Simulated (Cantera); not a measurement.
Charge: 1 mol Si, 1.1 mol HCl, 0.62 mol H₂, held at 1148.15 K.

Method: chemical equilibrium by Gibbs-energy minimisation in Cantera with the NASA 1993 tables (ideal gas, pure condensed phases). Candidate condensed phases: Si; 19 gas species. Gases not in the tables: Si₂H₆ and higher silanes. Rates play no part.

Task: What share of the Si ends up in condensed phases as a function of P (Pa), at 10000, 23000, 51000, 120000, 260000, 590000, 1300000, 3000000?

Result: 
```json
[
 {"P (Pa)": "10000", "Si condensed (%)": "72.2", "as": "Si(s)"},
 {"P (Pa)": "23000", "Si condensed (%)": "71.8", "as": "Si(s)"},
 {"P (Pa)": "51000", "Si condensed (%)": "71.3", "as": "Si(s)"},
 {"P (Pa)": "120000", "Si condensed (%)": "70.7", "as": "Si(s)"},
 {"P (Pa)": "260000", "Si condensed (%)": "70.1", "as": "Si(s)"},
 {"P (Pa)": "590000", "Si condensed (%)": "69.4", "as": "Si(s)"},
 {"P (Pa)": "1300000", "Si condensed (%)": "68.6", "as": "Si(s)"},
 {"P (Pa)": "3000000", "Si condensed (%)": "67.7", "as": "Si(s)"}
]
```
